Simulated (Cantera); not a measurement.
An adiabatic, constant-pressure homogeneous reactor starts with CO : H₂ : CH₄ : O₂ : N₂ = 1 : 0.055 : 0.044 : 1.43 : 5.38 (molar parts), at 1300 K and 22.7 atm. Integrator tolerance rtol = 1e-08.

Cantera simulation using GRI-Mech 3.0 (53 species, 325 reactions); the numbers are that mechanism's predictions, not measurements. The pressure lies above the range GRI-Mech 3.0 was tuned for (to about 10 atm).

What does this change do: initial temperature 1300 to 1500 K?


```tsv
quantity	before	after
time of steepest temperature rise	58.2 µs	10.9 µs
temperature at 9.00 s	2383 K	2535 K
equilibrium temperature	2383 K	2535 K
x(CO) at 9.00 s	0.00174 (gas-phase equilibrium 0.00174)	0.00398 (gas-phase equilibrium 0.00398)
x(H₂) at 9.00 s	3.94e-5 (gas-phase equilibrium 3.94e-5)	8.26e-5 (gas-phase equilibrium 8.26e-5)
x(CH₄) at 9.00 s	<1e-12 (gas-phase equilibrium <1e-12)	<1e-12 (gas-phase equilibrium <1e-12)
x(NO) at 9.00 s	0.0125 (gas-phase equilibrium 0.0125)	0.0164 (gas-phase equilibrium 0.0164)
x(CO₂) at 9.00 s	0.139 (gas-phase equilibrium 0.139)	0.137 (gas-phase equilibrium 0.137)
x(H₂O₂) at 9.00 s	1.55e-7 (gas-phase equilibrium 1.55e-7)	2.09e-7 (gas-phase equilibrium 2.09e-7)
x(HCO) at 9.00 s	1.32e-10 (gas-phase equilibrium 1.32e-10)	6.90e-10 (gas-phase equilibrium 6.90e-10)
```
